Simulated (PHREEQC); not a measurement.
NaOH is added in steps, without added water, to 1 kg of water holding 0.019 mol NaHSO4 and 0.073 mol Na2SO4, at 25 °C. Oxygen alone is held at its pressure in air (log pO2 = -0.68). CO2 from the air is kept out. Solids allowed: Mirabilite. Others were left out.

Base run: PHREEQC, ion-association model, wateq4f.dat. Each further column changes one thing. The table gives HSO4- (mol/kgw).

| NaOH added (mol) | base | database pitzer.dat | all activity coefficients set to 1 | Debye-Hückel limiting law | Davies equation for every ion |
|---|---|---|---|---|---|
| 0 | 0.0126 | 0.0115 | 0.0155 | 0.00802 | 0.0125 |
| 0.01025 | 0.00591 | 0.00540 | [?] | 0.00372 | 0.00587 |
| 0.0205 | 2.66e-11 | 2.66e-11 | 3.43e-11 | 1.65e-11 | 2.60e-11 |
| 0.02562 | 5.98e-12 | 5.97e-12 | 7.66e-12 | 3.68e-12 | 5.85e-12 |
| 0.03587 | 2.31e-12 | 2.30e-12 | 2.93e-12 | 1.41e-12 | 2.26e-12 |
| 0.04612 | 1.42e-12 | [?] | 1.78e-12 | 8.58e-13 | 1.39e-12 |
| 0.05638 | 1.02e-12 | 1.00e-12 | [?] | 6.09e-13 | 9.97e-13 |
| 0.0615 | 8.88e-13 | [?] | 1.09e-12 | 5.30e-13 | 8.71e-13 |
| 0.07175 | 7.06e-13 | 6.91e-13 | 8.61e-13 | [?] | 6.93e-13 |
| 0.082 | 5.84e-13 | 5.68e-13 | [?] | 3.42e-13 | 5.74e-13 |

### Question
Some entries are withheld; supply them.

### Answer

- 0.01025, all activity coefficients set to 1: 0.00725
- 0.04612, database pitzer.dat: 1.40e-12
- 0.05638, all activity coefficients set to 1: 1.26e-12
- 0.0615, database pitzer.dat: 8.72e-13
- 0.07175, Debye-Hückel limiting law: 4.17e-13
- 0.082, all activity coefficients set to 1: 7.04e-13

 pitzer.dat has no redox and few complexes: it carries them in its interaction parameters. Solids allowed in the column 'database pitzer.dat': Mirabilite, Thenardite.
